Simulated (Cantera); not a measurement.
## Transport properties of process gases

Gas mixture: 100 % N2O, at 7.50 Torr, frozen composition.

Cantera's kinetic-theory transport with the Lennard-Jones parameters of GRI-Mech 3.0, ideal gas; thermal conductivity in the multicomponent form. The composition is frozen, though it would react at the higher temperatures.

| T (K) | ρ (kg/m³) | cp (J/kg/K) | μ (µPa s) | λ (mW/m/K) | Pr | D (cm²/s) CH3 | D (cm²/s) NO | D (cm²/s) H2 |
|---|---|---|---|---|---|---|---|---|
| 400 | 0.0132 | 970.3 | 19.5 | 25.3 | 0.746 | 29.7 | 26.2 | 109 |
| 650 | 0.00814 | 1127 | 29.1 | 44.1 | 0.744 | 70.4 | 61.2 | 249 |
| 900 | 0.00588 | 1227 | 37.1 | 61.4 | 0.741 | 123 | 107 | 430 |
| 1150 | 0.00460 | 1285 | 44.1 | 76.8 | 0.738 | 187 | 161 | 647 |
| 1400 | 0.00378 | 1327 | 50.5 | 91.0 | 0.736 | 261 | 224 | 897 |
| 1650 | 0.00321 | 1359 | 56.4 | 104 | 0.734 | 343 | 295 | 1180 |
| 1900 | 0.00279 | 1384 | 61.9 | 117 | 0.733 | 434 | 373 | 1490 |
| 2150 | 0.00246 | 1402 | 67.2 | 129 | 0.732 | 533 | 458 | 1830 |
D: mixture-averaged diffusion coefficient of that species in the mixture.
